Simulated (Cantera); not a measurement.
Feed: 1 mol B₂H₆, 0.17 mol NH₃, 9.5 mol N₂, at 0.00133 bar.

Method: chemical equilibrium by Gibbs-energy minimisation in Cantera with the NASA 1993 tables (ideal gas, pure condensed phases). Candidate condensed phases: B, BN; 15 gas species. The feed counts by its element totals alone. Rates play no part.

### Question
Which condensed phases are stable at each of these points (T (K)): 1023, 1173, 1323, 1473, 1623, 1773, 1923, 2073, 2223, 2373?

### Answer
```
T (K)  condensed phases  B condensed (%)
-----  ----------------  ---------------
1023              BN(s)            100.0
1173              BN(s)            100.0
1323              BN(s)            100.0
1473              BN(s)            100.0
1623              BN(s)            100.0
1773              BN(s)            100.0
1923              BN(s)            100.0
2073              BN(s)             99.8
2223               B(s)             97.8
2373               B(l)             86.6
```

From 1023 K to 2073 K the condensed part is BN(s). At 2223 K the condensed part is B(s). At 2373 K the condensed part is B(l).
